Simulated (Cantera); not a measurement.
A closed system holds: 1 mol B₂O₃, 0.3 mol N₂, 8.4 mol H₂, held at 0.0980 bar.

Equilibrium computed with Cantera from the NASA thermochemical tables; the gas is ideal and each condensed phase is pure. Candidate condensed phases: B, BN, B₂O₃, B₃O₃H₃, H₂O; 39 gas species. Mutual solubility and eutectic melting of coexisting phases are not modelled. Gases not in the tables: H₃BO₃. Equilibrium is a limit: real reactors are often held back by kinetics, nucleation or transport.

x: gas mole fraction; n: condensed amount in mol.

```tsv
T (°C)	x H₂	x B₂O₃	x HBO₂	x HBO	x N₂	x H	x BO	n BN(s)	n B₂O₃(l)
1250	0.960	0.000352	0.00314	0.00172	0.0338	7.23e-5	3.27e-6	0.0104	0.970
1350	0.949	?	?	?	0.0339	?	?	?	0.916
1450	0.917	0.0114	0.0173	0.0174	0.0334	0.000558	0.000206	0	0.728
1550	0.833	0.0480	0.0416	0.0353	0.0313	0.00126	0.000930	0	0.114
1650	0.815	0.0516	0.0473	0.0407	0.0309	0.00272	0.00212	0	0
1750	0.807	0.0479	0.0492	0.0436	0.0308	?	?	0	0
1850	0.797	0.0440	0.0507	0.0458	0.0306	0.0102	0.00763	0	0
```

**Question.** What belongs in the gaps?

**Answer.** 
- 1350, x B₂O₃: 0.00224
- 1350, x HBO₂: 0.00682
- 1350, x HBO: 0.00683
- 1350, x H: 0.000215
- 1350, x BO: 3.41e-5
- 1350, n BN(s): 0.00432
- 1750, x H: 0.00545
- 1750, x BO: 0.00418
